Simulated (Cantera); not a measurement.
**Transport properties of process gases**

Gas mixture: 23.8 % CO2, 7.94 % O2, 68.3 % N2, at 1.01 bar, frozen composition.

Cantera's kinetic-theory transport with the Lennard-Jones parameters of GRI-Mech 3.0, ideal gas; thermal conductivity in the mixture-averaged form.

```
T (K)  ρ (kg/m³)  cp (J/kg/K)  μ (µPa s)  λ (mW/m/K)     Pr  D (cm²/s) N2  D (cm²/s) OH  D (cm²/s) CH3
-----  ---------  -----------  ---------  ----------  -----  ------------  ------------  -------------
400        0.979         1003       21.9        30.9  0.709         0.283         0.494          0.353
500        0.783         1037       25.9        37.7  0.711         0.419         0.725          0.522
600        0.653         1069       29.5        44.4  0.711         0.575         0.989          0.715
700        0.560         1101       32.9        50.8  0.712         0.749          1.28          0.931
800        0.490         1131       36.1        57.1  0.715         0.940          1.61           1.17
900        0.435         1160       39.1        63.2  0.717          1.15          1.96           1.43
1000       0.392         1184       42.0        69.1  0.719          1.37          2.33           1.70
1100       0.356         1204       44.7        74.9  0.719          1.61          2.73           2.00
```
D: mixture-averaged diffusion coefficient of that species in the mixture.
